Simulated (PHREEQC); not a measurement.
0.71 g of hydrous ferric oxide (600 m²/g; 0.2 weak and 0.005 strong sites per Fe, Dzombak-Morel constants, diffuse double layer) in 1 kg of water with 0.01 mol/kgw of an inert sodium salt and 0.0027 mol/kgw Na2HAsO4, at 25 °C; the pH is set by adding NaOH or the inert anion's acid. Oxygen is held at 0.21 atm. CO2 from the air is kept out. Precipitation was switched off in this run.

Computed with PHREEQC (ion-association model, wateq4f.dat).

| pH | As sorbed (%) | surface charge σ (C/m²) | surface potential ψ (mV) |
|---|---|---|---|
| 4 | 58.9 | 0.003 | 12 |
| 4.75 | 58.5 | -0.003 | -11 |
| 5.5 | ___ | ___ | -38 |
| 6.25 | 55.3 | -0.023 | -63 |
| 7 | 49.7 | ___ | -83 |
| 7.75 | 40.5 | -0.046 | -94 |
| 8.5 | 30.9 | -0.053 | -100 |
| 9.25 | 17.6 | -0.070 | -114 |
| 10 | 9.8 | -0.102 | -132 |

Problem. Complete the blanks.

Solution. 
- 5.5, As sorbed (%): 57.6
- 5.5, surface charge σ (C/m²): -0.012
- 7, surface charge σ (C/m²): -0.036

Species that the database lacks are ignored.
